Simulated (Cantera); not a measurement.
A Cantera script and its output.

```python
import numpy as np
import cantera as ct

gas = ct.Solution("gri30.yaml")
gas.TPX = 2048, 37000, {'CH4': 0.05, 'H2': 1, 'H': 0.011}
inlet = ct.Reservoir(gas, clone=True)

reactor = ct.IdealGasConstPressureReactor(gas, energy="off", clone=False)
exhaust = ct.Reservoir(gas, clone=True)
tau = [3.4, 0.78, 0.18, 0.04, 0.009, 0.002, 0.00046, 0.0001][0]
for a, b in ((inlet, reactor), (reactor, exhaust)):
    ct.MassFlowController(a, b, mdot=lambda t: reactor.mass / tau)
net = ct.ReactorNet([reactor])
show = ['CH4', 'H2', 'H', 'C2H2', 'CH2']

rows = []
print(f"{'tau/s':>10s}{'T/K':>9s}" + "".join(f"{s:>11s}" for s in show))
for tau in [3.4, 0.78, 0.18, 0.04, 0.009, 0.002, 0.00046, 0.0001]:
    net.initial_time = 0.0
    net.advance(30 * tau)
    before = gas.X
    net.advance(40 * tau)
    drift = np.max(np.abs(gas.X - before) / (gas.X + 1e-9))
    rows.append([gas.T, *gas[show].X, drift])
    print(f"{tau:10.3e}{gas.T:9.1f}" + "".join(f"{x:11.3e}" for x in gas[show].X))
```

Output:

```
     tau/s      T/K        CH4         H2          H       C2H2        CH2
 3.400e+00   2048.0  9.988e-04  9.732e-01  3.654e-03  2.202e-02  3.641e-07
 7.800e-01   2048.0  1.753e-03  9.728e-01  3.643e-03  2.163e-02  6.299e-07
 1.800e-01   2048.0  3.436e-03  9.719e-01  3.621e-03  2.077e-02  1.200e-06
 4.000e-02   2048.0  6.984e-03  9.699e-01  3.581e-03  1.894e-02  2.310e-06
 9.000e-03   2048.0  1.359e-02  9.663e-01  3.524e-03  1.554e-02  4.136e-06
 2.000e-03   2048.0  2.384e-02  9.606e-01  3.489e-03  1.023e-02  6.635e-06
 4.600e-04   2048.0  3.401e-02  9.548e-01  3.606e-03  4.880e-03  9.414e-06
 1.000e-04   2048.0  3.985e-02  9.508e-01  4.104e-03  1.610e-03  1.314e-05
```

Cantera simulation using GRI-Mech 3.0 (53 species, 325 reactions); the numbers are that mechanism's predictions, not measurements. GRI-Mech 3.0 stops at C3 and has no aromatics, soot or wall deposition, so with more carbon than oxygen in the feed, carbon stays in small species such as C2H2 where larger ones or solid carbon would form.
